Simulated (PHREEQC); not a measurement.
0.012 g of hydrous ferric oxide (600 m²/g; 0.2 weak and 0.005 strong sites per Fe, Dzombak-Morel constants, diffuse double layer) in 1 kg of water with 0.001 mol/kgw of an inert sodium salt and 3.6e-05 mol MnCl2 and 3.3e-06 mol Na2HAsO4, at 25 °C; the pH is set by adding NaOH or the inert anion's acid. No oxygen is let in. The system is closed to CO2. No solid was allowed to form.

The series has 13 steps of pH, from 4 to 12.

The numbers come from PHREEQC with the ion-association model, wateq4f.dat.

Problem. At which pH does the surface charge pass through zero?

Solution. Near pH 10.5.

Along this series the solution becomes supersaturated in solids that the run did not let form, among them Pyrochroite. The database has no arsenate complexes of Mn.
